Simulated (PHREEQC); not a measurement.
A solution holds 0.0023 mol Al2(SO4)3 and 0.0002 mol NiCl2 per kg of water, at 25 °C. Closed to the air; pH follows from the charge balance.

The numbers come from PHREEQC with the ion-association model, wateq4f.dat.

Each row changes one thing in this solution. Precipitation was switched off in this run.

```tsv
case	pH	ionic strength (mol/kgw)
as made	4.11	0.0139
NiCl2 replaced by (CH3)4NCl at the same molality	4.12	0.0136
Al2(SO4)3 left out	6.73	0.000600
NiCl2 left out	4.12	0.0134
NiCl2 from 0.0002 to 0.001 mol/kgw	4.10	0.0163
diluted 2-fold with water	4.17	0.00805
Al2(SO4)3 from 0.0023 to 0.0046 mol/kgw	4.06	0.0237
Al2(SO4)3 from 0.0023 to 0.00046 mol/kgw	4.26	0.00439
```

Some of these states are supersaturated (in Basaluminite, Gibbsite (slow to form), for instance).
